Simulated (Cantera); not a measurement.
An adiabatic, constant-pressure homogeneous reactor starts with C₃H₈ : O₂ : N₂ : CO₂ = 1 : 6.25 : 48.1 : 2.5 (molar parts), equivalence ratio 0.80, at 1298 K and 1.00 atm. Integrator tolerance rtol = 1e-08.

Cantera simulation using GRI-Mech 3.0 (53 species, 325 reactions); the numbers are that mechanism's predictions, not measurements. GRI-Mech 3.0 was tuned for natural gas; its chemistry of propane as a main component is partial and can be far from experiment.

### Question
What does this change do: C3H8 1 to 1.8 parts?

### Answer
```json
[
 {"quantity": "time of steepest temperature rise", "before": "1.56 ms", "after": "1.75 ms"},
 {"quantity": "temperature at 1.00 s", "before": "2160 K", "after": "2197 K"},
 {"quantity": "equilibrium temperature", "before": "2159 K", "after": "2197 K"},
 {"quantity": "x(C₃H₈) at 1.00 s", "before": "<1e-12 (gas-phase equilibrium <1e-12)", "after": "<1e-12 (gas-phase equilibrium <1e-12)"},
 {"quantity": "x(O₂) at 1.00 s", "before": "0.0205 (gas-phase equilibrium 0.0204)", "after": "2.62e-5 (gas-phase equilibrium 2.62e-5)"},
 {"quantity": "x(CO₂) at 1.00 s", "before": "0.0904 (gas-phase equilibrium 0.0904)", "after": "0.0582 (gas-phase equilibrium 0.0582)"},
 {"quantity": "x(CO) at 1.00 s", "before": "0.00286 (gas-phase equilibrium 0.00286)", "after": "0.0668 (gas-phase equilibrium 0.0668)"},
 {"quantity": "x(C₂H₄) at 1.00 s", "before": "<1e-12 (gas-phase equilibrium <1e-12)", "after": "<1e-12 (gas-phase equilibrium <1e-12)"},
 {"quantity": "x(HCN) at 1.00 s", "before": "<1e-12 (gas-phase equilibrium <1e-12)", "after": "3.92e-9 (gas-phase equilibrium 3.92e-9)"},
 {"quantity": "x(CH₂CO) at 1.00 s", "before": "<1e-12 (gas-phase equilibrium <1e-12)", "after": "<1e-12 (gas-phase equilibrium <1e-12)"}
]
```
